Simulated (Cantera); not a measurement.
Input: 1 mol Fe(CO)5, 97 mol H2, held at 0.110 bar.

Cantera equilibrium calculation (NASA polynomials, part measured and part estimated; ideal gas, pure solids and liquids). Candidate condensed phases: C, C6H6, C7H8, C8H18, Fe, Fe(CO)5, FeO, Fe(OH)2, Fe(OH)3, Fe2O3, Fe3O4, H2O; 114 gas species. Kinetics and transport are ignored.

### Question
Which condensed phases are stable at each of these points (T (K)): 750, 825, 900, 975, 1050, 1125, 1200, 1275, 1350, 1425, 1500, 1575?

### Answer
| T (K) | condensed phases | Fe condensed (%) |
|---|---|---|
| 750 | Fe(α) | 100.0 |
| 825 | Fe(α) | 100.0 |
| 900 | Fe(α) | 100.0 |
| 975 | Fe(α) | 100.0 |
| 1050 | Fe(α) | 100.0 |
| 1125 | Fe(α) | 100.0 |
| 1200 | Fe(γ) | 100.0 |
| 1275 | Fe(γ) | 100.0 |
| 1350 | Fe(γ) | 100.0 |
| 1425 | Fe(γ) | 100.0 |
| 1500 | Fe(γ) | 100.0 |
| 1575 | Fe(γ) | 99.9 |

From 750 K to 1125 K the condensed part is Fe(α). From 1200 K to 1575 K the condensed part is Fe(γ).
